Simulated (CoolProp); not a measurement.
500 sccm (0 °C, 1 atm) of nitrogen bubbles through liquid water at 356.5 K and leaves saturated at a total pressure of 0.15 MPa (ideal gas phase). Each further row changes one setting.

The numbers come from the reference Helmholtz-energy equation of state, Wagner 2002 in CoolProp.

| case | vapour pressure (kPa) | mole fraction of vapour | delivery (mg/min) | delivery (sccm) | change of delivery for a bath 1 K warmer (%) |
|---|---|---|---|---|---|
| as stated | 54.2 | 0.361 | 228 | 283 | 6.5 |
| bath temperature 361.5 K | 65.9 | 0.439 | … | 392 | … |
| total pressure 0.3 MPa | 54.2 | 0.181 | 88.7 | … | 5.0 |

Task: Some entries are withheld; supply them.

Result: 
- bath temperature 361.5 K, delivery (mg/min): 315
- bath temperature 361.5 K, change of delivery for a bath 1 K warmer (%): 7.2
- total pressure 0.3 MPa, delivery (sccm): 110
